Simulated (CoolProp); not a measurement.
Vapour-liquid equilibrium of CH2F2 (R32) (1) + propylene (2) at 0.661 MPa; x and y are mole fractions of (1).

Values from CoolProp's multi-fluid Helmholtz-energy mixture model, Tillner-Roth 1997 and Lemmon 2013; pair parameters Bell 2016.

Q: Give the bubble temperature and the first vapour's composition at x = 0.25, 0.55, 0.75. Is there an azeotrope?

A: x = 0.25: 263.5 K, y = 0.445; x = 0.55: 260.3 K, y = 0.598; x = 0.75: 260.5 K, y = 0.682. y crosses x between x = 0.55 and 0.65: the model has an azeotrope there.

Pair parameters are fitted to limited data, so mixtures are less certain than the pure fluids.
